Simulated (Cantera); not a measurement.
Input: 1 mol NH3, 0.56 mol SO2, a varied amount of H2, equilibrated at 2875 K and 31.5 Torr.

Method: chemical equilibrium by Gibbs-energy minimisation in Cantera with the NASA 1993 tables (ideal gas, pure condensed phases). Candidate condensed phases: H2O, H2SO4, S; 35 gas species. The numbers say what is thermodynamically allowed, not how fast it happens.

x: gas mole fraction; nothing condenses.

```
n(H2) (mol)   x H2    x H   x H2O    x N2     x S     x SO     x OH      x O
-----------  -----  -----  ------  ------  ------  -------  -------  -------
2.5          0.379  0.318  0.0946  0.0806  0.0380   0.0341   0.0238   0.0124
3.4          0.408  0.330  0.0853  0.0683  0.0351   0.0264   0.0207   0.0104
4.3          0.431  0.339  0.0774  0.0592  0.0325   0.0210   0.0183  0.00894
5.2          0.449  0.346  0.0707  0.0523  0.0301   0.0171   0.0164  0.00785
6.1          0.463  0.351  0.0650  0.0468  0.0281   0.0142   0.0148  0.00699
7            0.475  0.356  0.0601       …  0.0263        …        …        …
7.9          0.485  0.359  0.0558  0.0386  0.0247   0.0102   0.0124  0.00574
8.8          0.493  0.363  0.0522  0.0356  0.0233  0.00884   0.0115  0.00527
9.7          0.501  0.365  0.0489       …  0.0220        …   0.0107        …
11           0.510  0.369  0.0449  0.0297  0.0204  0.00645  0.00974  0.00438
12           0.515  0.371  0.0422  0.0277  0.0193  0.00567  0.00911  0.00408
```

### Question
Fill in the missing entries.

### Answer

- 7, x N2: 0.0423
- 7, x SO: 0.0120
- 7, x OH: 0.0135
- 7, x O: 0.00630
- 9.7, x N2: 0.0329
- 9.7, x SO: 0.00772
- 9.7, x O: 0.00487
